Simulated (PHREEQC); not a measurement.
A solution holds 2.3 mol/kgw CaCl2, 0.51 mol/kgw KCl and 0.19 mol/kgw MgCl2, at 25 °C. Closed to the air; pH follows from the charge balance.

Computed with PHREEQC (Pitzer model, pitzer.dat).

Each row changes one thing in this solution. Precipitation was switched off in this run.

```tsv
case	pH	SI of Bischofite (MgCl2:6H2O)	SI of MgCl2_4H2O (MgCl2:4H2O)
as made	5.39	-4.09	-6.27
KCl from 0.51 to 0.102 mol/kgw	5.44	-4.18	-6.37
1.7 mol/kgw HBr added	-1.57	-3.49	-5.51
KCl left out	5.45	-4.20	-6.40
KCl from 0.51 to 0.561 mol/kgw	5.39	-4.08	-6.26
diluted 100-fold with water	6.95	-10.43	-12.81
```

Complexes and solids missing from the database can't appear. In brines, pH and single-ion activities rest on the MacInnes convention.
